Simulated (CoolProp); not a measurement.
Saturation properties of ethanol.

Model: reference Helmholtz-energy equation of state, Schroeder 2014, in CoolProp.

```
T (K)  p (bar)  enthalpy of vaporisation (kJ/kg)  liquid viscosity (µPa s)  liquid conductivity (mW/(m K))
-----  -------  --------------------------------  ------------------------  ------------------------------
282    0.02921                             937.4                      1500                             167
291.9  0.05449                             927.3                      1220                             165
301.7  0.09653                             916.8                      1010                             163
311.6   0.1650                             905.4                       842                             161
321.4   0.2702                             893.3                       709                             ___
331.2   0.4281                             880.2                       603                             158
341.1   0.6605                             866.0                       515                             ___
350.9   0.9867                             850.7                       445                             154
360.8    1.443                             833.9                       385                             153
370.6    2.053                             815.9                       336                             151
380.5      ___                             796.0                       294                             150
390.3    3.916                             774.7                       258                             148
400.1    5.252                             751.4                       228                             147
```

### Question
What belongs in the gaps?

### Answer

- 321.4, liquid conductivity (mW/(m K)): 159
- 341.1, liquid conductivity (mW/(m K)): 156
- 380.5, p (bar): 2.868

It boils at 351.6 K under 1 atm.

Viscosity comes from a separate model (Kiselev 2005). Thermal conductivity comes from a separate model (Assael 2013).
